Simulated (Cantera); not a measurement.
Charge: 1 mol Fe2O3, 14 mol CO, 1.7 mol N2, a varied amount of CH4, equilibrated at 1550 °C and 0.133 bar.

These are equilibrium values from Cantera (NASA tables, ideal gas, pure condensed phases), not measurements of a reactor. Candidate condensed phases: C, C6H6, C7H8, C8H18, Fe, Fe(CO)5, FeO, Fe(OH)2, Fe(OH)3, Fe2O3, Fe3O4, H2O; 140 gas species. Each liquid is taken as pure. Mutual solubility and eutectic melting of coexisting phases are not modelled. The tables' stoichiometric FeO is somewhat more stable than real wüstite, so its field is too wide. FeO: taken at fixed stoichiometry. Rates play no part.

**Question.** Which condensed phases are stable at each of these points (n(CH4) (mol)): 0.48, 0.62, 0.81, 1.1, 1.4, 1.8, 2.3?

**Answer.** 
```csv
n(CH4) (mol),condensed phases,Fe condensed (%)
0.48,Fe(l) + FeO(l),99.7
0.62,Fe(l) + FeO(l),99.7
0.81,Fe(l) + FeO(l),99.7
1.1,Fe(l),99.7
1.4,Fe(l),99.7
1.8,Fe(l),99.7
2.3,Fe(l),99.7
```

From 0.48 mol CH4 to 0.81 mol CH4 the condensed part is Fe(l) + FeO(l). From 1.1 mol CH4 to 2.3 mol CH4 the condensed part is Fe(l).
